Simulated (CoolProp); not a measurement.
The numbers come from the reference Helmholtz-energy equation of state, Lemmon 2006 in CoolProp. It is a short technical equation, of lower accuracy than the large ones.

Problem. For C2F6 (R116), give the phase and the Z, isothermal compressibility (1/MPa), expansivity (1/kK) at 425 K and 15200 kPa.

Solution. 
- 425 K and 15200 kPa: supercritical; Z 0.869, isothermal compressibility 0.0487, expansivity 4.53
